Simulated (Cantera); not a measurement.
Stirred combustor or abatement burner

A perfectly stirred reactor is fed with H2 : O2 : N2 = 1 : 0.417 : 1.57 (molar parts), equivalence ratio 1.2, at 0.790 bar; it is adiabatic with a 375 K inlet, and is followed from long to short residence time, starting on the burning branch (τ in s: 0.43, 0.11, 0.027, 0.0068, 0.0017, 0.00043, 0.00011, 2.7e-05, 6.8e-06).

Computed with Cantera and the H2/O2 subset of GRI-Mech 3.0, which has no nitrogen chemistry.

| τ (s) | T (K) | x H2 | x O2 | x HO2 | x H2O2 | x OH | x O |
|---|---|---|---|---|---|---|---|
| 0.43 | 2405 | 0.0652 | 0.000466 | 1.96e-7 | 3.56e-8 | 0.00448 | 0.000229 |
| 0.11 | 2398 | 0.0653 | 0.000572 | 2.43e-7 | 4.10e-8 | 0.00489 | 0.000276 |
| 0.027 | 2373 | 0.0659 | 0.000955 | 4.12e-7 | 5.79e-8 | 0.00612 | 0.000455 |
| 0.0068 | 2311 | 0.0674 | 0.00207 | 8.88e-7 | 9.44e-8 | 0.00861 | 0.00101 |
| 0.0017 | 2186 | 0.0704 | 0.00465 | 2.00e-6 | 1.68e-7 | 0.0118 | 0.00245 |
| 0.00043 | 1986 | 0.0737 | 0.00910 | 4.38e-6 | 3.70e-7 | 0.0136 | 0.00509 |
| 0.00011 | 1726 | 0.0759 | 0.0156 | 9.42e-6 | 1.10e-6 | 0.0119 | 0.00811 |
| 2.7e-5 | 1411 | 0.0960 | 0.0316 | 2.63e-5 | 3.04e-6 | 0.00687 | 0.00867 |
| 6.8e-6 | 375 | 0.335 | 0.140 | <1e-12 | <1e-12 | <1e-12 | <1e-12 |
x: mole fraction; the columns are a selection and need not sum to one.
